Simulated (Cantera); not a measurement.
A closed system holds: 1 mol MgSO4, 1.8 mol C, 0.095 mol H2O, held at 1200 K and 0.220 bar.

Method: chemical equilibrium by Gibbs-energy minimisation in Cantera with the NASA 1993 tables (ideal gas, pure condensed phases). Candidate condensed phases: C, C6H6, C7H8, C8H18, H2O, H2SO4, Mg, MgCO3, MgO, Mg(OH)2, MgS, MgSO4, S; 130 gas species. Gases not in the tables: S3 to S7. Rates play no part.

Base state: CO2 0.535, CO 0.205, S2 0.187, COS 0.0296, H2S 0.0202, H2O 0.0159, H2 0.00446, SO2 0.00160 (mole fractions); condensed: MgO(s).

Task: What changes in the equilibrium state with this change: C from 1.8 to 0.023 mol?

Result: 
```tsv
species	before	after
H2O	0.0159	0.534
SO2	0.00160	0.307
CO2	0.535	0.129
S2	0.187	<1e-9
COS	0.0296	<1e-9
O2	<1e-9	0.0241
H2S	0.0202	<1e-9
CO	0.205	3.10e-8
SO3	<1e-9	0.00574
S2O	0.000421	<1e-9
CS2	0.000390	<1e-9
SH	0.000105	<1e-9
MgO(s), mol	1.00	0.0556
MgSO4(s), mol	0	0.944
```
Mutual solubility and eutectic melting of coexisting phases are not modelled.

Task: What changes in the equilibrium state with this change: C from 1.8 to 0.027 mol?

Result: 
```
species          before    after
-------------  --------  -------
H2O              0.0159    0.503
SO2             0.00160    0.328
CO2               0.535    0.143
S2                0.187    <1e-9
COS              0.0296    <1e-9
O2                <1e-9   0.0211
H2S              0.0202    <1e-9
CO                0.205  3.66e-8
SO3               <1e-9  0.00574
S2O            0.000421    <1e-9
CS2            0.000390    <1e-9
MgO(s), mol        1.00   0.0631
MgSO4(s), mol         0    0.937
```
Mutual solubility and eutectic melting of coexisting phases are not modelled.

Task: What changes in the equilibrium state with this change: H2O from 0.095 to 0.014 mol?

Result: 
| species | before | after |
|---|---|---|
| CO2 | 0.535 | 0.530 |
| CO | 0.205 | 0.228 |
| S2 | 0.187 | 0.200 |
| H2S | 0.0202 | 0.00324 |
| H2O | 0.0159 | 0.00221 |
| COS | 0.0296 | 0.0340 |
| H2 | 0.00446 | 0.000693 |
| SH | 0.000105 | 4.30e-5 |
| CS2 | 0.000390 | 0.000519 |
| SO2 | 0.00160 | 0.00131 |
| SO | 2.90e-5 | 2.67e-5 |
| MgO(s), mol | 1.00 | 1.00 |
